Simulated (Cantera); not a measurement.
## B + HCl + O₂ (chemical vapour transport)

A closed system holds: 1 mol B, 2.6 mol HCl, 0.11 mol O₂, at 740000 Pa.

Method: chemical equilibrium by Gibbs-energy minimisation in Cantera with the NASA 1993 tables (ideal gas, pure condensed phases). Candidate condensed phases: B, B₂O₃, B₃O₃H₃, H₂O; 33 gas species. The tables' values for BOCl, BCl₂, BCl, BH₂ are old estimates; treat these amounts as uncertain. Gases not in the tables: H₃BO₃, B₂H₆ and higher boranes, BHCl₂. Kinetics and transport are ignored.

| T (°C) | log p H₂ | log p BCl₃ | log p HCl | log p B₃O₃Cl₃ | log p HBO | n B(s) |
|---|---|---|---|---|---|---|
| 1150 | 0.56 | 0.34 | 0.14 | -0.64 | -2.72 | 0.120 |
| 1175 | 0.55 | 0.33 | 0.16 | -0.64 | -2.59 | 0.127 |
| 1200 | 0.55 | 0.33 | 0.18 | -0.65 | -2.47 | 0.134 |
| 1225 | 0.54 | 0.32 | 0.20 | -0.65 | -2.36 | 0.141 |
| 1250 | 0.54 | 0.32 | 0.21 | -0.65 | -2.24 | 0.148 |
| 1275 | 0.53 | 0.31 | 0.23 | -0.65 | -2.13 | 0.154 |
| 1300 | 0.52 | 0.31 | 0.25 | -0.65 | -2.03 | 0.161 |
| 1325 | 0.52 | 0.30 | 0.26 | -0.66 | -1.93 | 0.168 |
| 1350 | 0.51 | 0.29 | 0.28 | -0.66 | -1.83 | 0.174 |
| 1375 | 0.51 | 0.29 | 0.29 | -0.67 | -1.73 | 0.181 |
| 1400 | 0.50 | 0.28 | 0.31 | -0.67 | -1.64 | 0.187 |
| 1425 | 0.50 | 0.27 | 0.32 | -0.68 | -1.56 | 0.193 |
log p: log10 of the partial pressure in bar; n: condensed amount in mol.

From 1150 °C to 1425 °C the condensed part is B(s). The share of B in condensed phases is highest at 1425 °C (19.3 %) and lowest at 1150 °C (12.0 %).
